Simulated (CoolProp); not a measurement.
A closed Brayton cycle with dry air: compressor inlet 311.15 K and 1.8 MPa, high pressure 3.26 MPa, turbine inlet 650 K, compressor efficiency 0.85, turbine efficiency 0.85, recuperator effectiveness 0.8 (on enthalpy, no pinch check). Each further row changes one setting.

Model: reference Helmholtz-energy equation of state, Lemmon 2000, in CoolProp. It is a pseudo-pure fit of the blend.

| case | thermal efficiency (%) | net work (kJ/kg) | compressor to turbine work | compressor exit (K) | turbine exit (K) |
|---|---|---|---|---|---|
| as stated | 15.3 | 19.7 | 0.78 | 379.1 | 567.2 |
| turbine inlet 600 K | ___ | ___ | ___ | 379.1 | ___ |
| compressor inlet 321.15 K | ___ | 17.4 | 0.80 | 391.2 | 567.2 |
| high pressure 2.77 MPa | ___ | 16.9 | 0.74 | ___ | ___ |
| recuperator effectiveness 0.5 | 10.5 | 19.7 | 0.78 | 379.1 | 567.2 |

Question: Some entries are withheld; supply them.

Answer: 
- turbine inlet 600 K, thermal efficiency (%): 11.4
- turbine inlet 600 K, net work (kJ/kg): 12.8
- turbine inlet 600 K, compressor to turbine work: 0.84
- turbine inlet 600 K, turbine exit (K): 522.7
- compressor inlet 321.15 K, thermal efficiency (%): 13.8
- high pressure 2.77 MPa, thermal efficiency (%): 14.8
- high pressure 2.77 MPa, compressor exit (K): 359.3
- high pressure 2.77 MPa, turbine exit (K): 588.7
